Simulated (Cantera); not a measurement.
**Moist CO burnout**

A perfectly stirred reactor is fed with 0.728 % CO, 0.426 % O2, 4.26 % H2O, 94.6 % N2, equivalence ratio 0.86, at 13300 Pa; it is held at 1348 K, and followed from long to short residence time.

Detailed kinetics in Cantera: GRI-Mech 3.0 (53 species, 325 reactions).

```tsv
τ (s)	x CO	x O2	x H2O	x O	x H
0.53	0.000477	0.00134	0.0414	6.51e-5	0.000318
0.24	0.000673	0.00159	0.0410	9.85e-5	0.000497
0.10	0.000991	0.00191	0.0406	0.000147	0.000749
0.046	0.00142	0.00224	0.0402	0.000195	0.000971
0.021	0.00212	0.00261	0.0401	0.000232	0.00109
0.0091	0.00332	0.00307	0.0404	0.000236	0.000961
0.0040	0.00501	0.00358	0.0412	0.000175	0.000547
```
x: mole fraction; the columns are a selection and need not sum to one.
